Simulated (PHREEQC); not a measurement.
A solution holds 0.85 mol/kgw NaCl and 0.00015 mol/kgw BaCl2, at 80 °C. Closed to the air; pH follows from the charge balance.

Equilibrium calculation in PHREEQC: ion-association model, wateq4f.dat.

No solid was allowed to form.

Task: Estimate the activity of water.

Result: activity of water 0.971.

Ionic strength above about 0.7 mol/kgw puts this run outside the model's range. Constants without temperature data keep their 25 °C values here.
